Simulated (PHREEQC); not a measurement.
Dissolve 0.0033 mol H2SO4, 0.038 mol H3BO3 and 0.0028 mol KBr per kg of water at 25 °C. Closed to the air; pH follows from the charge balance.

The numbers come from PHREEQC with the ion-association model, wateq4f.dat.

Precipitation was switched off in this run.

Question: Estimate the pH.

Answer: pH 2.28.

Question: In which forms is K present?

Answer: K+ 99 %, KSO4- 1.1 % of the K.
